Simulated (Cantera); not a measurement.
Input (Python, Cantera):

```python
import numpy as np
import cantera as ct

surf = ct.Interface("diamond.yaml", "diamond_100")
gas, bulk = surf.adjacent["gas"], surf.adjacent["diamond"]
k = surf.kinetics_species_index(bulk.species_names[0])
cover = ["c6HH", "c6H*", "c6*H", "c6**", "c6HM", "c6B"]

rows, drift = [], 0.0
print(f"{'xCH3':>10s}{'um/h':>11s}" + "".join(f"{s:>11s}" for s in cover))
for v in [1e-06, 2.6e-06, 7e-06, 1.8e-05, 4.9e-05, 0.00013, 0.00034, 0.0009, 0.0024]:
    T, P, xH, xCH3 = 1100, 2300, 0.0011, v
    gas.TPX = T, P, {"H": xH, "CH3": xCH3, "CH4": 0.013, "H2": 1 - xH - xCH3 - 0.013}
    surf.TP = bulk.TP = T, P
    surf.coverages = "c6H*:0.1, c6HH:0.9"
    surf.advance_coverages(100.0)
    before = surf.coverages
    surf.advance_coverages(100.0)
    drift = max(drift, np.max(np.abs(surf.coverages - before) / (surf.coverages + 1e-9)))
    rate = surf.net_production_rates[k] * bulk.mean_molecular_weight / bulk.density * 3.6e9
    rows.append([rate, *surf[cover].coverages])
    print(f"{v:10.4g}{rate:11.4e}" + "".join(f"{x:11.3e}" for x in rows[-1][1:]))
```

Result:

```
      xCH3       um/h       c6HH       c6H*       c6*H       c6**       c6HM        c6B
     1e-06 4.1881e-03  5.212e-01  2.747e-02  4.353e-01  1.592e-02  6.751e-05  1.136e-11
   2.6e-06 1.0886e-02  5.212e-01  2.746e-02  4.352e-01  1.591e-02  1.755e-04  2.954e-11
     7e-06 2.9282e-02  5.209e-01  2.745e-02  4.350e-01  1.589e-02  4.721e-04  7.946e-11
   1.8e-05 7.5135e-02  5.204e-01  2.742e-02  4.345e-01  1.583e-02  1.212e-03  2.039e-10
   4.9e-05 2.0330e-01  5.188e-01  2.733e-02  4.330e-01  1.569e-02  3.280e-03  5.517e-10
   0.00013 5.3106e-01  5.146e-01  2.709e-02  4.293e-01  1.531e-02  8.583e-03  1.441e-09
   0.00034 1.3361e+00  5.045e-01  2.651e-02  4.201e-01  1.441e-02  2.168e-02  3.626e-09
    0.0009 3.2193e+00  4.804e-01  2.514e-02  3.983e-01  1.239e-02  5.277e-02  8.736e-09
    0.0024 7.0015e+00  4.308e-01  2.231e-02  3.536e-01  8.803e-03  1.173e-01  1.900e-08
```

Computed with Cantera and the Harris–Goodwin 1993 mechanism for the reconstructed diamond (100) surface.
